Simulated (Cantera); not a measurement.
A closed system holds: 1 mol B, 4.3 mol H₂O, 3.2 mol H₂, 5.4 mol N₂, held at 577 °C and 85.0 Pa.

Method: chemical equilibrium by Gibbs-energy minimisation in Cantera with the NASA 1993 tables (ideal gas, pure condensed phases). Candidate condensed phases: B, BN, B₂O₃, B₃O₃H₃, H₂O; 39 gas species. Gases not in the tables: H₃BO₃. Rates play no part.

Base state: N₂ 0.419, H₂ 0.364, H₂O 0.217, (HBO₂)₃ 0.000194, HBO₂ 1.01e-5 (mole fractions); condensed: B₂O₃(l).

Q: What changes in the equilibrium state with this change: temperature from 577 °C to 1450 °C?

A: 
```json
[
 {"species": "N₂", "before": "0.419", "after": "0.402"},
 {"species": "H₂", "before": "0.364", "after": "0.348"},
 {"species": "H₂O", "before": "0.217", "after": "0.173"},
 {"species": "HBO₂", "before": "1.01e-5", "after": "0.0705"},
 {"species": "H", "before": "<1e-9", "after": "0.00369"},
 {"species": "B₂O₃", "before": "<1e-9", "after": "0.00181"},
 {"species": "HBO", "before": "<1e-9", "after": "0.000257"},
 {"species": "(HBO₂)₃", "before": "0.000194", "after": "<1e-9"},
 {"species": "B₂O₃(l), mol", "before": "0.496", "after": "0"}
]
```
